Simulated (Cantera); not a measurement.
Premixed flame

A freely propagating, adiabatic, planar premixed flame of 51.2 % H2, 10.2 % O2, 38.5 % N2, unburnt at 450 K and 0.128 atm; mixture-averaged transport, grid criteria slope 0.08 and curve 0.16, no radiation.

Detailed kinetics in Cantera: the H2/O2 subset of GRI-Mech 3.0, which has no nitrogen chemistry. Burning velocities carry a grid error of a few per cent, more on coarse grids.

```json
[
 {"z (mm)": "-18.2", "T (K)": "450", "u (m/s)": "4.05", "x H2": "0.512", "x O2": "0.102", "x O": "<1e-8", "x H2O2": "<1e-8", "x H2O": "<1e-8", "x OH": "<1e-8"},
 {"z (mm)": "-12.2", "T (K)": "450", "u (m/s)": "4.05", "x H2": "0.512", "x O2": "0.102", "x O": "<1e-8", "x H2O2": "<1e-8", "x H2O": "<1e-8", "x OH": "<1e-8"},
 {"z (mm)": "-9.12", "T (K)": "450", "u (m/s)": "4.05", "x H2": "0.512", "x O2": "0.102", "x O": "<1e-8", "x H2O2": "<1e-8", "x H2O": "<1e-8", "x OH": "<1e-8"},
 {"z (mm)": "-6.08", "T (K)": "450", "u (m/s)": "4.05", "x H2": "0.512", "x O2": "0.102", "x O": "<1e-8", "x H2O2": "<1e-8", "x H2O": "1.40e-8", "x OH": "<1e-8"},
 {"z (mm)": "-3.04", "T (K)": "469", "u (m/s)": "4.21", "x H2": "0.510", "x O2": "0.102", "x O": "1.03e-5", "x H2O2": "2.60e-6", "x H2O": "0.000954", "x OH": "5.65e-5"},
 {"z (mm)": "-1.52", "T (K)": "669", "u (m/s)": "5.89", "x H2": "0.480", "x O2": "0.0965", "x O": "0.000162", "x H2O2": "1.81e-6", "x H2O": "0.0179", "x OH": "0.000259"},
 {"z (mm)": "0", "T (K)": "1040", "u (m/s)": "8.93", "x H2": "0.362", "x O2": "0.0556", "x O": "0.00245", "x H2O2": "1.15e-7", "x H2O": "0.106", "x OH": "0.00102"},
 {"z (mm)": "1.52", "T (K)": "1258", "u (m/s)": "10.8", "x H2": "0.277", "x O2": "0.00610", "x O": "0.00124", "x H2O2": "4.83e-8", "x H2O": "0.202", "x OH": "0.00127"},
 {"z (mm)": "3.04", "T (K)": "1338", "u (m/s)": "11.4", "x H2": "0.273", "x O2": "0.000513", "x O": "0.000507", "x H2O2": "3.52e-8", "x H2O": "0.214", "x OH": "0.00128"},
 {"z (mm)": "6.08", "T (K)": "1426", "u (m/s)": "12.1", "x H2": "0.281", "x O2": "0.000168", "x O": "0.000459", "x H2O2": "3.79e-8", "x H2O": "0.216", "x OH": "0.00155"},
 {"z (mm)": "12.2", "T (K)": "1529", "u (m/s)": "12.9", "x H2": "0.291", "x O2": "0.000143", "x O": "0.000416", "x H2O2": "3.57e-8", "x H2O": "0.217", "x OH": "0.00182"},
 {"z (mm)": "24.3", "T (K)": "1637", "u (m/s)": "13.7", "x H2": "0.301", "x O2": "0.000108", "x O": "0.000327", "x H2O2": "2.65e-8", "x H2O": "0.219", "x OH": "0.00195"},
 {"z (mm)": "48.6", "T (K)": "1740", "u (m/s)": "14.4", "x H2": "0.311", "x O2": "6.94e-5", "x O": "0.000219", "x H2O2": "1.59e-8", "x H2O": "0.221", "x OH": "0.00187"}
]
```
x: mole fraction of selected species; z is measured from the peak of heat release.

* **laminar burning velocity**: 405 cm/s
* **thermal thickness**: 6.08 mm
* **peak x(O)**: 0.00274
* **peak x(H2O2)**: 4.06e-6
* **peak x(OH)**: 0.00195
* **grid points**: 151
